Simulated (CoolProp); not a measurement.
Saturation properties of CH3F (R41).

Computed with CoolProp (reference Helmholtz-energy equation of state, Lemmon 2006). It is a short technical equation, of lower accuracy than the large ones.

```json
[
 {"T (°C)": "-26.55", "p (MPa)": "0.9211", "liquid density (kg/m³)": "759.4", "enthalpy of vaporisation (kJ/kg)": "399.7", "vapour Z": "0.8318", "surface tension (mN/m)": "7.82"},
 {"T (°C)": "-20.65", "p (MPa)": "1.115", "liquid density (kg/m³)": "743.0", "enthalpy of vaporisation (kJ/kg)": "386.7", "vapour Z": "0.8100", "surface tension (mN/m)": "7.02"},
 {"T (°C)": "-14.75", "p (MPa)": "1.338", "liquid density (kg/m³)": "725.9", "enthalpy of vaporisation (kJ/kg)": "372.8", "vapour Z": "0.7864", "surface tension (mN/m)": "6.23"},
 {"T (°C)": "-8.85", "p (MPa)": "1.592", "liquid density (kg/m³)": "707.9", "enthalpy of vaporisation (kJ/kg)": "357.9", "vapour Z": "0.7607", "surface tension (mN/m)": "5.47"},
 {"T (°C)": "-2.95", "p (MPa)": "1.882", "liquid density (kg/m³)": "688.8", "enthalpy of vaporisation (kJ/kg)": "341.7", "vapour Z": "0.7329", "surface tension (mN/m)": "4.72"},
 {"T (°C)": "2.95", "p (MPa)": "2.209", "liquid density (kg/m³)": "668.4", "enthalpy of vaporisation (kJ/kg)": "324.0", "vapour Z": "0.7025", "surface tension (mN/m)": "4.00"},
 {"T (°C)": "8.85", "p (MPa)": "2.577", "liquid density (kg/m³)": "646.5", "enthalpy of vaporisation (kJ/kg)": "304.6", "vapour Z": "0.6694", "surface tension (mN/m)": "3.30"},
 {"T (°C)": "14.75", "p (MPa)": "2.989", "liquid density (kg/m³)": "622.5", "enthalpy of vaporisation (kJ/kg)": "282.9", "vapour Z": "0.6328", "surface tension (mN/m)": "2.63"},
 {"T (°C)": "20.65", "p (MPa)": "3.451", "liquid density (kg/m³)": "595.9", "enthalpy of vaporisation (kJ/kg)": "258.4", "vapour Z": "0.5920", "surface tension (mN/m)": "1.99"},
 {"T (°C)": "26.55", "p (MPa)": "3.967", "liquid density (kg/m³)": "565.4", "enthalpy of vaporisation (kJ/kg)": "229.7", "vapour Z": "0.5455", "surface tension (mN/m)": "1.39"},
 {"T (°C)": "32.45", "p (MPa)": "4.543", "liquid density (kg/m³)": "528.6", "enthalpy of vaporisation (kJ/kg)": "194.5", "vapour Z": "0.4904", "surface tension (mN/m)": "0.836"},
 {"T (°C)": "38.35", "p (MPa)": "5.188", "liquid density (kg/m³)": "478.4", "enthalpy of vaporisation (kJ/kg)": "146.4", "vapour Z": "0.4186", "surface tension (mN/m)": "0.349"}
]
```

It boils at -78.4 °C under 1 atm.

Surface tension comes from a separate correlation (Mulero 2012).
